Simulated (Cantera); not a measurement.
Equilibrium for carbon deposition, reforming and gasification: C2H5OH + CO2

A closed system holds: 1 mol C2H5OH, 1.1 mol CO2, at 2925 K and 0.0140 bar.

Cantera equilibrium calculation (NASA polynomials, part measured and part estimated; ideal gas, pure solids and liquids). Candidate condensed phases: C, C6H6, C7H8, C8H18, H2O; 110 gas species. Equilibrium is a limit: real reactors are often held back by kinetics, nucleation or transport.

- x(H): 0.428
- x(CO): 0.395
- x(H2): 0.165
- x(O): 0.00481
- x(H2O): 0.00368
- x(OH): 0.00299
- x(CO2): 0.00122
- x(O2): 4.28e-5
- gas amount: 7.822 mol
- log10 activity of C(graphite) (absent): -5.61
